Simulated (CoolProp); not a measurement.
R245fa at 300.89 K and 0.09 MPa flows at 1.9 m/s in a round tube of 100 mm bore and 15 µm roughness, fully developed (64/Re and Nu = 3.66 if laminar; Colebrook and Gnielinski if turbulent). Each further row changes one setting.

Model: reference Helmholtz-energy equation of state, Akasaka 2015, in CoolProp.

```
case              Reynolds number  Darcy friction factor  pressure drop (Pa/m)  heat-transfer coefficient (W/(m² K))  mass flow (kg/h)
----------------  ---------------  ---------------------  --------------------  ------------------------------------  ----------------
as stated                   79300             (withheld)                  1.76                                  23.9               267
velocity 3.8 m/s           159000             (withheld)            (withheld)                                  42.2               535
diameter 200 mm            159000                 0.0169                 0.759                                  20.5              1070
```

### Question
What belongs in the gaps?

### Answer

- as stated, Darcy friction factor: 0.0196
- velocity 3.8 m/s, Darcy friction factor: 0.0174
- velocity 3.8 m/s, pressure drop (Pa/m): 6.24

Viscosity comes from a separate model (Bell 2016), an estimate that may be off by 10 % or more. Thermal conductivity comes from a separate model (Huber 2003), an estimate that may be off by 10 % or more.
